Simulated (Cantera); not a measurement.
Feed: 1 mol Al₂O₃, 3 mol HCl, held at 1 atm.

Cantera equilibrium calculation (NASA polynomials, part measured and part estimated; ideal gas, pure solids and liquids). Candidate condensed phases: Al, AlCl₃, Al₂O₃, H₂O; 29 gas species. Rates play no part.

Q: At 1273 K, list the 4 most abundant gas species with their mole fractions, and the condensed phases.

A: HCl 0.995, H₂O 0.00267, AlCl₃ 0.00178, H₂ 8.10e-5. Condensed: Al₂O₃(s).
